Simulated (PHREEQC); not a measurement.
Solution (20 °C): 0.73 mol H2SO4 and 0.029 mol Li2SO4 per kg of water. Closed to the air; pH follows from the charge balance.

All values are PHREEQC results (ion-association model, wateq4f.dat), not measurements.

Each row changes one thing in this solution. Precipitation was switched off in this run.

```csv
case,pH,ionic strength (mol/kgw),HSO4- (mol/kgw),SO4-2 (mol/kgw)
as made,0.25,0.867,0.703,0.0542
Li2SO4 replaced by CuSO4 at the same molality,0.24,0.882,0.698,0.0539
diluted 100-fold with water,?,?,0.00293,0.00466
H2SO4 replaced by NH4HSO4 at the same molality,0.72,0.990,0.477,0.115
0.1 mol/kgw Na2SeO3 added,0.36,?,?,0.0685
```

**Question.** What belongs in the gaps?

**Answer.** 
- diluted 100-fold with water, pH: 1.98
- diluted 100-fold with water, ionic strength (mol/kgw): 0.0169
- 0.1 mol/kgw Na2SeO3 added, ionic strength (mol/kgw): 0.897
- 0.1 mol/kgw Na2SeO3 added, HSO4- (mol/kgw): 0.677

The ionic strength passes 0.7 mol/kgw, the rough limit of the ion-association models, in as made; Li2SO4 replaced by CuSO4 at the same molality; H2SO4 replaced by NH4HSO4 at the same molality; 0.1 mol/kgw Na2SeO3 added.
